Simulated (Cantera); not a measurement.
Input: 1 mol CaCO₃, 0.13 mol H₂, 0.17 mol C, held at 998.15 K and 0.0270 bar.

Equilibrium computed with Cantera from the NASA thermochemical tables; the gas is ideal and each condensed phase is pure. Candidate condensed phases: C, C₆H₆, C₇H₈, C₈H₁₈, Ca, CaCO₃, CaO, Ca(OH)₂, H₂O; 115 gas species. The numbers say what is thermodynamically allowed, not how fast it happens.

Base state: CO₂ 0.583, CO 0.317, H₂O 0.0559, H₂ 0.0441 (mole fractions); condensed: CaO(s).

### Question
What changes in the equilibrium state with this change: H₂ from 0.13 to 6.6 mol?

### Answer
| species | before | after |
|---|---|---|
| H₂ | 0.0441 | 0.764 |
| CO | 0.317 | 0.130 |
| H₂O | 0.0559 | 0.0858 |
| CO₂ | 0.583 | 0.0210 |
| CH₄ | 1.41e-8 | 1.94e-5 |
| CaO(s), mol | 1.00 | 1.00 |

### Question
What changes in the equilibrium state with this change: H₂ from 0.13 to 0.29 mol?

### Answer
```json
[
 {"species": "CO₂", "before": "0.583", "after": "0.470"},
 {"species": "CO", "before": "0.317", "after": "0.331"},
 {"species": "H₂", "before": "0.0441", "after": "0.100"},
 {"species": "H₂O", "before": "0.0559", "after": "0.0984"},
 {"species": "CaO(s), mol", "before": "1.00", "after": "1.00"}
]
```
